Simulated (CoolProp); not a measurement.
The numbers come from the reference Helmholtz-energy equation of state, Thol 2021 in CoolProp.

### Question
Give the vapour pressure (MPa), enthalpy of vaporisation (kJ/kg), liquid cp (kJ/(kg K)), vapour Z of saturated chlorine at -2.65, 38.65, 121.05 °C.

### Answer
| T (°C) | p (MPa) | enthalpy of vaporisation (kJ/kg) | liquid cp (kJ/(kg K)) | vapour Z |
|---|---|---|---|---|
| -2.65 | 0.337 | 268 | 0.959 | 0.939 |
| 38.65 | 1.10 | 237 | 1.02 | 0.864 |
| 121.05 | 5.46 | 129 | 1.72 | 0.578 |
